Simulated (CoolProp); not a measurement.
CF4 (R14) at 293.15 K and 0.366 MPa flows at 5 m/s in a round tube of 2 mm bore and 0.25 µm roughness, fully developed (64/Re and Nu = 3.66 if laminar; Colebrook and Gnielinski if turbulent). Each further row changes one setting.

Model: reference Helmholtz-energy equation of state, Platzer 1990, in CoolProp. This equation is an older, rougher fit.

| case | Reynolds number | Darcy friction factor | pressure drop (Pa/m) | heat-transfer coefficient (W/(m² K)) | mass flow (kg/h) |
|---|---|---|---|---|---|
| as stated | (withheld) | 0.0332 | 2780 | 195 | 0.758 |
| velocity 10 m/s | 15700 | 0.0277 | 9300 | 346 | 1.52 |
| diameter 4 mm | 15700 | 0.0276 | (withheld) | 172 | (withheld) |

Problem. Some entries are withheld; supply them.

Solution. 
- as stated, Reynolds number: 7830
- diameter 4 mm, pressure drop (Pa/m): 1160
- diameter 4 mm, mass flow (kg/h): 3.03

Viscosity comes from a separate model (Huber 2003), an estimate that may be off by 10 % or more. Thermal conductivity comes from a separate model (Huber 2003), an estimate that may be off by 10 % or more.
